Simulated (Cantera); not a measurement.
## Gas-phase reforming

An isothermal, constant-pressure homogeneous reactor starts with 63.3 % CH4, 36.7 % CO2, at 1450 K and 29.0 bar.

Detailed kinetics in Cantera: GRI-Mech 3.0 (53 species, 325 reactions). GRI-Mech 3.0 stops at C3 and has no aromatics, soot or wall deposition, so with more carbon than oxygen in the feed, carbon stays in small species such as C2H2 where larger ones or solid carbon would form. The pressure lies above the range GRI-Mech 3.0 was tuned for (to about 10 atm).

| t (s) | x CH4 | x CO2 | x C2H4 | x H2O | x C2H2 |
|---|---|---|---|---|---|
| 0.000600 | 0.632 | 0.367 | 6.39e-5 | 3.99e-6 | 5.23e-7 |
| 0.00160 | 0.630 | 0.367 | 0.000372 | 1.57e-5 | 8.46e-6 |
| 0.00424 | 0.624 | 0.366 | 0.00200 | 8.85e-5 | 0.000143 |
| 0.0113 | 0.606 | 0.363 | 0.00683 | 0.000615 | 0.00160 |
| 0.0300 | 0.563 | 0.351 | 0.0145 | 0.00410 | 0.00877 |
| 0.0799 | 0.480 | 0.317 | 0.0315 | 0.0237 | 0.0204 |
| 0.212 | 0.377 | 0.227 | 0.0534 | 0.0947 | 0.0330 |
| 0.565 | 0.311 | 0.139 | 0.0615 | 0.161 | 0.0422 |
| 1.50 | 0.310 | 0.120 | 0.0545 | 0.155 | 0.0346 |
| 4.00 | 0.317 | 0.102 | 0.0405 | 0.131 | 0.0217 |
| 10.6 | 0.311 | 0.0766 | 0.0241 | 0.104 | 0.0102 |
| 28.3 | 0.283 | 0.0492 | 0.0114 | 0.0767 | 0.00364 |
| 75.2 | 0.239 | 0.0269 | 0.00484 | 0.0496 | 0.00119 |
| 200 | 0.195 | 0.0118 | 0.00217 | 0.0249 | 0.000439 |
x: mole fraction; the columns are a selection and need not sum to one.

Equilibrium at this temperature and pressure: CH4 0.153, CO2 0.000589, C2H4 0.000981, H2O 0.00140, C2H2 0.000170 (gas phase only).
